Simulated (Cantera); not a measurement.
Mixture: CH4 : O2 : N2 = 1 : 2.44 : 9.17 (molar parts), equivalence ratio 0.82, at 510000 Pa, adiabatic and at constant pressure. Ignition delay is the time to a rise of 400 K.

Model: GRI-Mech 3.0 (53 species, 325 reactions), integrated in Cantera.

Problem. What does this change do: pressure from 510000 Pa to 44000 Pa?

Solution. 
| quantity | before | after |
|---|---|---|
| delay at 1275 K | 3.48 ms | 27.6 ms |
| delay at 1475 K | 0.390 ms | 2.63 ms |
| delay at 1675 K | 65.7 µs | 0.512 ms |
| delay at 1875 K | 16.8 µs | 0.155 ms |
| delay at 2075 K | 6.01 µs | 60.5 µs |
| apparent activation energy between 1875 and 2075 K | 170 kJ/mol | 150 kJ/mol |
